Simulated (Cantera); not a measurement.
Charge: 1 mol FeS2, 3.4 mol H2S, 33 mol N2, at 1675 °C and 14300 Torr.

These are equilibrium values from Cantera (NASA tables, ideal gas, pure condensed phases), not measurements of a reactor. Candidate condensed phases: Fe, FeS, FeS2, S; 16 gas species. FeS: taken at fixed stoichiometry. The numbers say what is thermodynamically allowed, not how fast it happens.

Base state: N2 0.869, H2 0.0552, S2 0.0400, H2S 0.0328, SH 0.00298, S 0.000103, H 6.09e-5 (mole fractions); condensed: FeS(l).

Task: What changes in the equilibrium state with this change: temperature from 1675 °C to 1225 °C?

Result: 
```json
[
 {"species": "N2", "before": "0.869", "after": "0.883"},
 {"species": "H2S", "before": "0.0328", "after": "0.0654"},
 {"species": "S2", "before": "0.0400", "after": "0.0260"},
 {"species": "H2", "before": "0.0552", "after": "0.0254"},
 {"species": "H", "before": "6.09e-5", "after": "6.29e-7"},
 {"species": "S", "before": "0.000103", "after": "1.47e-6"},
 {"species": "SH", "before": "0.00298", "after": "0.000413"},
 {"species": "FeS(l), mol", "before": "1.000", "after": "1.00"}
]
```
